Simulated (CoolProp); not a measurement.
Vapour-liquid equilibrium of n-pentane (1) + the fluoroketone C6F12O (FK-5-1-12) (2) at 0.697 MPa; x and y are mole fractions of (1).

Computed with CoolProp (multi-fluid Helmholtz-energy mixture model, Thol 2019 and McLinden 2015; pair parameters Bell 2016).

Problem. Give the bubble temperature and the first vapour's composition at x = 0.05, 0.8, 0.95. Is there an azeotrope?

Solution. x = 0.05: 388.5 K, y = 0.103; x = 0.8: 371.3 K, y = 0.723; x = 0.95: 376.3 K, y = 0.886. y crosses x between x = 0.65 and 0.725: the model has an azeotrope there.

The pair parameters rest on a limited set of measurements; away from them the model extrapolates.
